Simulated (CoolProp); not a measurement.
Saturation properties of carbon dioxide.

Values from CoolProp's reference Helmholtz-energy equation of state, Span 1996.

```
T (K)  p (kPa)  enthalpy of vaporisation (kJ/kg)  vapour viscosity (µPa s)
-----  -------  --------------------------------  ------------------------
225.7    755.8                             335.5                      11.4
228.4    839.9                             330.8                      11.5
231.2    934.3                             325.9                      11.6
234       1036                             320.9                      11.8
236.8     1146                             315.7                      11.9
239.5     1260                             310.6                      12.1
242.3     1387                             305.2                      12.3
245.1     1524                             299.6                      12.4
247.9     1669                             293.8                      12.6
250.6     1819                             288.0                      12.8
253.4     1985                             281.9                      12.9
256.2     2161                             275.5                      13.1
259       2349                             268.9                      13.3
261.7     2541                             262.3                      13.5
```

Viscosity comes from a separate model (Laesecke 2017).
